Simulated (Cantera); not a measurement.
A closed system holds: 1 mol Al, 1.9 mol Cl₂, held at 458 Torr.

Cantera equilibrium calculation (NASA polynomials, part measured and part estimated; ideal gas, pure solids and liquids). Candidate condensed phases: Al, AlCl₃; 8 gas species. Kinetics and transport are ignored. All values below are at 1123 K.

Base state: AlCl₃ 0.705, Cl₂ 0.287, Al₂Cl₆ 0.00671, Cl 0.00137 (mole fractions); condensed: gas only.

Problem. What changes in the equilibrium state with this change: Cl₂ from 1.9 to 9.1 mol?

Solution. 
```tsv
species	before	after
Cl₂	0.287	0.882
AlCl₃	0.705	0.116
Cl	0.00137	0.00241
Al₂Cl₆	0.00671	0.000181
```
